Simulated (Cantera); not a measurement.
An isothermal, constant-pressure homogeneous reactor starts with 40.2 % CH₄, 34.5 % CO₂, 25.3 % H₂, at 1473 K and 398 Torr.

Computed with Cantera and GRI-Mech 3.0 (53 species, 325 reactions).

x: mole fraction; the columns are a selection and need not sum to one.

```tsv
t (s)	x CH₄	x CO₂	x H₂	x C₂H₆	x H	x C₂H₂
9.00e-5	0.402	0.345	0.253	4.96e-8	4.15e-7	1.24e-12
0.000232	0.402	0.345	0.253	7.89e-7	9.97e-7	7.20e-11
0.000596	0.402	0.345	0.253	9.62e-6	2.03e-6	3.99e-9
0.00153	0.401	0.345	0.253	?	?	?
0.00394	0.401	0.345	0.253	0.000164	3.51e-6	2.75e-6
0.0101	0.400	0.344	0.253	?	4.12e-6	?
0.0261	0.396	0.341	0.253	0.000312	4.30e-6	0.000452
0.0671	0.387	0.333	0.255	0.000303	4.36e-6	0.00273
0.173	0.364	0.313	0.260	0.000276	4.53e-6	0.0104
0.444	0.314	0.265	0.270	0.000221	4.90e-6	0.0279
1.14	0.223	0.175	0.284	0.000135	5.70e-6	0.0588
2.94	0.117	0.0784	0.314	5.20e-5	7.50e-6	0.0918
7.56	0.0610	0.0477	0.370	2.20e-5	1.01e-5	0.0971
19.4	0.0520	0.0372	0.416	1.70e-5	1.11e-5	0.0751
50.0	0.0461	0.0251	0.465	1.27e-5	1.18e-5	0.0485
```

**Question.** Fill in the missing entries.

**Answer.** 
- 0.00153, x C₂H₆: 5.69e-5
- 0.00153, x H: 2.84e-6
- 0.00153, x C₂H₂: 1.34e-7
- 0.0101, x C₂H₆: 0.000283
- 0.0101, x C₂H₂: 4.42e-5
